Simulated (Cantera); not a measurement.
A closed system holds: 1 mol Si, 13 mol HBr, 40 mol H2, equilibrated at 2.30 mbar.

These are equilibrium values from Cantera (NASA tables, ideal gas, pure condensed phases), not measurements of a reactor. Candidate condensed phases: Br2, Si; 19 gas species. The tables' values for SiBr3, SiBr are old estimates; treat these amounts as uncertain. The numbers say what is thermodynamically allowed, not how fast it happens.

x: gas mole fraction; nothing condenses.

| T (K) | x H2 | x HBr | x Br | x SiBr4 | x SiBr2 | x H |
|---|---|---|---|---|---|---|
| 475 | 0.808 | 0.173 | <1e-12 | 0.0192 | <1e-12 | <1e-12 |
| 625 | 0.808 | 0.173 | 2.85e-10 | 0.0192 | <1e-12 | <1e-12 |
| 775 | 0.808 | 0.173 | ? | 0.0192 | ? | ? |
| 925 | 0.807 | 0.173 | 3.52e-6 | 0.0190 | 4.18e-5 | 4.88e-9 |
| 1075 | 0.799 | 0.182 | 5.86e-5 | 0.0138 | 0.00429 | 2.74e-7 |
| 1225 | 0.777 | 0.204 | 0.000538 | 0.00155 | 0.0166 | 5.73e-6 |
| 1375 | 0.774 | 0.204 | 0.00279 | 9.20e-5 | 0.0185 | 6.29e-5 |
| 1525 | 0.774 | 0.196 | ? | ? | 0.0186 | ? |
| 1675 | 0.775 | 0.178 | 0.0271 | 9.75e-7 | 0.0183 | 0.00213 |

Q: What belongs in the gaps?

A: 
- 775, x Br: 7.79e-8
- 775, x SiBr2: 3.59e-8
- 775, x H: 1.86e-11
- 1525, x Br: 0.0101
- 1525, x SiBr4: 8.21e-6
- 1525, x H: 0.000434
